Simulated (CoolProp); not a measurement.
Values from CoolProp's reference Helmholtz-energy equation of state, Akasaka 2023.

### Question
For R1224YDZ, give the phase and the Joule-Thomson coefficient (K/MPa) at 199.95 °C and 300 kPa; 199.95 °C and 855 kPa.

### Answer
- 199.95 °C and 300 kPa: gas; Joule-Thomson coefficient 6.97
- 199.95 °C and 855 kPa: gas; Joule-Thomson coefficient 7.33
